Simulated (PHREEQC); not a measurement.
Make-up at 25 °C and 100 atm: 3 mol/kgw NaCl and 1.6 mol/kgw SrCl2. Closed to the air; pH follows from the charge balance.

Model: Pitzer model, pitzer.dat, run in PHREEQC.

**Question.** The ionic strength comes out as 7.80 mol/kgw. What activity coefficients do Sr+2, Na+, Cl- get?

**Answer.** Sr+2 3.1, Na+ 2.1, Cl- 0.66. Single-ion values are on the MacInnes scale.

Precipitation was switched off in this run. Under pressure, the constants of complexes without a molar volume in the database are unreliable.
